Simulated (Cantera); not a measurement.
Cantera run:

```python
import numpy as np
import cantera as ct

gas_names = """
    CL CL2 H HCL H2 Si SiCL SiCL2 SiCL3 SiCL4 SiH SiHCL3 SiH2 SiH2CL2 SiH3 SiH3CL SiH4 Si2 Si3
""".split()
cond_names = """
    Si(cr) Si(L)
""".split()


def load(file, names, dense=False):
    # The tables refer to 1 bar. Condensed volumes are neglected.
    table = {s.name: s for s in ct.Species.list_from_file(file)}
    out = []
    for n in names:
        d = dict(table[n].input_data)
        d["thermo"] = dict(d["thermo"], **{"reference-pressure": 1e5})
        if dense:
            d["equation-of-state"] = {"model": "constant-volume", "density": "1e6 g/cm^3"}
        out.append(ct.Species.from_dict(d))
    return out


gas = ct.Solution(thermo="ideal-gas", species=load("nasa_gas.yaml", gas_names))
cond = {s.name: ct.Solution(thermo="fixed-stoichiometry", species=[s], name=s.name)
        for s in load("nasa_condensed.yaml", cond_names, dense=True)}
atoms = {
    'Si': {'Si': 1},
    'Cl2': {'CL': 2},
    'H2': {'H': 2},
}
top_T = {}  # K; cautious upper limits of use, not melting points


def equilibrate(T, P, feed):
    n = {}
    for name, mol in feed.items():
        for a, k in atoms[name].items():
            n[a] = n.get(a, 0.0) + k * mol
    gas.TPX = T, P, n
    mass = sum(n.values()) * gas.mean_molecular_weight
    gas.equilibrate("TP")
    valid = [c for c in cond.values() if c.min_temp <= T <= top_T.get(c.name, c.max_temp)]
    mix = ct.Mixture([(gas, mass / gas.mean_molecular_weight)] + [(c, 0.0) for c in valid])
    mix.T, mix.P = T, P
    mix.equilibrate("TP", solver="vcs", rtol=1e-11, max_steps=5000)
    return mix


results = []
feed = {'Si': 1, 'Cl2': 1.9, 'H2': 5.1}  # mol
P = 7.7  # Pa
for T in [1050, 1100, 1150, 1200, 1250, 1300, 1350, 1400, 1450, 1500, 1550, 1600, 1650, 1700]:
    mix = equilibrate(T, P, feed)
    results.append((T, P, feed, dict(zip(mix.species_names, mix.species_moles))))
    x = sorted(zip(gas.X, gas.species_names), reverse=True)
    print(f"T = {T:g} K  P = {P:g} Pa  gas = {mix.phase_moles(0):.4g} mol")
    print("   x: " + "  ".join(f"{s} {v:.3e}" for v, s in x if v > 0.001))
    print("   condensed (mol): " + ("  ".join(f"{mix.phase(i).name} {mix.phase_moles(i):.4g}"
          for i in range(1, mix.n_phases) if mix.phase_moles(i) > 1e-12) or "none"))
```

Result:

```
T = 1050 K  P = 7.7 Pa  gas = 6.494 mol
   x: H2 7.099e-01  HCL 1.475e-01  SiCL4 6.730e-02  SiCL2 5.729e-02  SiCL3 1.459e-02  SiHCL3 3.362e-03
   condensed (mol): Si(cr) 0.07426
T = 1100 K  P = 7.7 Pa  gas = 6.689 mol
   x: H2 6.723e-01  HCL 1.782e-01  SiCL2 9.510e-02  SiCL4 3.655e-02  SiCL3 1.580e-02  SiHCL3 2.035e-03
   condensed (mol): none
T = 1150 K  P = 7.7 Pa  gas = 6.834 mol
   x: H2 6.379e-01  HCL 2.157e-01  SiCL2 1.153e-01  SiCL4 1.671e-02  SiCL3 1.327e-02  SiHCL3 1.004e-03
   condensed (mol): none
T = 1200 K  P = 7.7 Pa  gas = 6.919 mol
   x: H2 6.182e-01  HCL 2.373e-01  SiCL2 1.280e-01  SiCL3 9.648e-03  SiCL4 6.376e-03
   condensed (mol): none
T = 1250 K  P = 7.7 Pa  gas = 6.96 mol
   x: H2 6.089e-01  HCL 2.473e-01  SiCL2 1.347e-01  SiCL3 6.527e-03  SiCL4 2.264e-03
   condensed (mol): none
T = 1300 K  P = 7.7 Pa  gas = 6.979 mol
   x: H2 6.048e-01  HCL 2.518e-01  SiCL2 1.380e-01  SiCL3 4.352e-03
   condensed (mol): none
T = 1350 K  P = 7.7 Pa  gas = 6.988 mol
   x: H2 6.027e-01  HCL 2.539e-01  SiCL2 1.398e-01  SiCL3 2.935e-03
   condensed (mol): none
T = 1400 K  P = 7.7 Pa  gas = 6.994 mol
   x: H2 6.015e-01  HCL 2.550e-01  SiCL2 1.408e-01  SiCL3 2.020e-03
   condensed (mol): none
T = 1450 K  P = 7.7 Pa  gas = 6.999 mol
   x: H2 6.005e-01  HCL 2.555e-01  SiCL2 1.413e-01  SiCL3 1.421e-03
   condensed (mol): none
T = 1500 K  P = 7.7 Pa  gas = 7.004 mol
   x: H2 5.995e-01  HCL 2.556e-01  SiCL2 1.415e-01  H 1.553e-03  SiCL3 1.021e-03
   condensed (mol): none
T = 1550 K  P = 7.7 Pa  gas = 7.012 mol
   x: H2 5.981e-01  HCL 2.555e-01  SiCL2 1.414e-01  H 2.776e-03
   condensed (mol): none
T = 1600 K  P = 7.7 Pa  gas = 7.025 mol
   x: H2 5.958e-01  HCL 2.554e-01  SiCL2 1.408e-01  H 4.783e-03  CL 1.622e-03
   condensed (mol): none
T = 1650 K  P = 7.7 Pa  gas = 7.048 mol
   x: H2 5.918e-01  HCL 2.556e-01  SiCL2 1.394e-01  H 7.965e-03  CL 2.697e-03  Si 1.235e-03
   condensed (mol): none
T = 1700 K  P = 7.7 Pa  gas = 7.086 mol
   x: H2 5.849e-01  HCL 2.568e-01  SiCL2 1.364e-01  H 1.284e-02  CL 4.383e-03  Si 2.976e-03  SiCL 1.422e-03
   condensed (mol): none
```

Cantera equilibrium calculation (NASA polynomials, part measured and part estimated; ideal gas, pure solids and liquids). The tables' values for SiCl3, SiCl are old estimates; treat these amounts as uncertain.
